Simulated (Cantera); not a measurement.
A perfectly stirred reactor is fed with NO : N₂ = 1 : 8.5 (molar parts), at 2670 Pa; it is held at 2025 K, and followed from long to short residence time.

Model: GRI-Mech 3.0 (53 species, 325 reactions), integrated in Cantera. Radical loss at walls, strong at low pressure, is not modelled.

Predict: x(NO) at τ = 14.0 s; x(O) at τ = 14.0 s; x(N₂) at τ = 14.0 s; x(N₂O) at τ = 14.0 s; x(O₂) at τ = 14.0 s; x(NO) at τ = 45.0 ms; x(O) at τ = 45.0 ms; x(N₂) at τ = 45.0 ms; x(N₂O) at τ = 45.0 ms; x(O₂) at τ = 45.0 ms.


- x(NO) at τ = 14.0 s = 0.0522
- x(O) at τ = 14.0 s = 0.000820
- x(N₂) at τ = 14.0 s = 0.921
- x(N₂O) at τ = 14.0 s = 1.02e-6
- x(O₂) at τ = 14.0 s = 0.0261
- x(NO) at τ = 45.0 ms = 0.105
- x(O) at τ = 45.0 ms = 3.16e-5
- x(N₂) at τ = 45.0 ms = 0.895
- x(N₂O) at τ = 45.0 ms = 4.07e-6
- x(O₂) at τ = 45.0 ms = 7.16e-6
